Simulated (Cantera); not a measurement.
Input (Python, Cantera):

```python
import numpy as np
import cantera as ct

gas = ct.Solution("h2o2.yaml")
gas.TPX = 423, 101325, {'H2': 1, 'O2': 0.179, 'N2': 0.54}
flame = ct.FreeFlame(gas, width=0.04)
flame.set_refine_criteria(ratio=3, slope=0.08, curve=0.16)
flame.transport_model = "mixture-averaged"
flame.solve(loglevel=0, auto=True)
z, T = flame.grid, flame.T
thick = (T[-1] - T[0]) / np.gradient(T, z).max()
show = ['H2', 'O2', 'OH', 'H2O', 'O', 'H2O2']
print(f"laminar burning velocity  {flame.velocity[0] * 100:.3f} cm/s")
print(f"burnt temperature         {T[-1]:.1f} K")
print(f"thermal thickness         {thick * 1e3:.4f} mm")
print(f"grid points               {len(z)}")
z0 = z[flame.heat_release_rate.argmax()]
print(f"{'z/mm':>9s}{'T/K':>9s}{'u/(m/s)':>9s}" + "".join(f"{s:>11s}" for s in show))
rows = []
for k in (-3, -2, -1.5, -1, -0.5, -0.25, 0, 0.25, 0.5, 1, 2, 4, 8):
    zz = z0 + k * thick
    rows.append([k * thick, np.interp(zz, z, T), np.interp(zz, z, flame.velocity),
                 *(np.interp(zz, z, flame.X[gas.species_index(s)]) for s in show)])
    print(f"{rows[-1][0] * 1e3:9.3f}{rows[-1][1]:9.1f}{rows[-1][2]:9.3f}" + "".join(f"{x:11.3e}" for x in rows[-1][3:]))
```

It prints:

```
laminar burning velocity  505.465 cm/s
burnt temperature         2012.8 K
thermal thickness         0.4036 mm
grid points               127
     z/mm      T/K  u/(m/s)         H2         O2         OH        H2O          O       H2O2
   -1.211    423.0    5.055  5.817e-01  1.041e-01  4.186e-16  1.937e-12  5.035e-14  8.967e-15
   -0.807    423.0    5.055  5.817e-01  1.041e-01  2.845e-14  1.383e-10  3.422e-12  7.731e-13
   -0.605    423.0    5.055  5.817e-01  1.041e-01  6.524e-13  3.553e-09  7.838e-11  2.392e-11
   -0.404    423.2    5.056  5.817e-01  1.041e-01  7.164e-11  3.839e-07  5.820e-09  3.707e-09
   -0.202    459.3    5.442  5.770e-01  1.045e-01  5.226e-05  1.058e-03  7.130e-06  1.211e-05
   -0.101    736.4    8.464  5.445e-01  9.752e-02  5.481e-04  2.412e-02  1.797e-04  2.962e-05
    0.000   1120.5   12.529  4.704e-01  6.855e-02  9.481e-04  8.996e-02  1.318e-03  2.459e-06
    0.101   1380.7   15.388  3.972e-01  2.444e-02  1.605e-03  1.744e-01  1.575e-03  5.159e-07
    0.202   1498.6   16.682  3.716e-01  5.531e-03  1.528e-03  2.112e-01  6.549e-04  2.402e-07
    0.404   1599.4   17.709  3.708e-01  3.669e-04  1.552e-03  2.224e-01  2.487e-04  1.472e-07
    0.807   1698.4   18.671  3.799e-01  4.918e-05  1.583e-03  2.247e-01  1.744e-04  1.016e-07
    1.614   1793.2   19.571  3.896e-01  2.873e-05  1.447e-03  2.265e-01  1.108e-04  5.884e-08
    3.229   1874.2   20.325  3.980e-01  1.487e-05  1.168e-03  2.284e-01  5.832e-05  2.925e-08
```

Detailed kinetics in Cantera: the H2/O2 subset of GRI-Mech 3.0, which has no nitrogen chemistry. Burning velocities carry a grid error of a few per cent, more on coarse grids.
